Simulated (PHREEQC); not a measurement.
0.014 g of hydrous ferric oxide (600 m²/g; 0.2 weak and 0.005 strong sites per Fe, Dzombak-Morel constants, diffuse double layer) in 1 kg of water with 0.01 mol/kgw of an inert sodium salt and 1.6e-05 mol/kgw CaCl2 and 1.9e-05 mol/kgw H3BO3, at 25 °C; the pH is set by adding NaOH or the inert anion's acid. O2 is buffered at 0.21 atm. CO2 from the air is kept out. Precipitation was switched off in this run.

All values are PHREEQC results (ion-association model, wateq4f.dat), not measurements.

| pH | Ca sorbed (%) | B sorbed (%) | surface charge σ (C/m²) | surface potential ψ (mV) |
|---|---|---|---|---|
| 3 | 0.0 | 0.0 | 0.324 | 203 |
| 3.5 | 0.0 | 0.0 | 0.275 | 197 |
| 4 | 0.0 | 0.0 | 0.216 | 185 |
| 4.5 | 0.0 | 0.0 | (withheld) | 170 |
| 5 | 0.0 | 0.0 | 0.113 | 152 |
| 5.5 | 0.0 | 0.0 | 0.077 | 132 |
| 6 | 0.0 | 0.0 | (withheld) | 110 |
| 6.5 | 0.0 | 0.0 | 0.030 | 86 |
| 7 | 0.0 | 0.0 | 0.017 | (withheld) |
| 7.5 | 0.3 | 0.0 | 0.008 | 34 |
| 8 | 1.6 | 0.0 | 0.002 | 8 |
| 8.5 | 4.9 | 0.0 | -0.004 | -17 |
| 9 | 13.1 | 0.0 | -0.010 | -39 |

Some entries are withheld; supply them.


- 4.5, surface charge σ (C/m²): 0.160
- 6, surface charge σ (C/m²): 0.050
- 7, surface potential ψ (mV): 61

The oxide is taken as insoluble; below pH 4 it would dissolve.
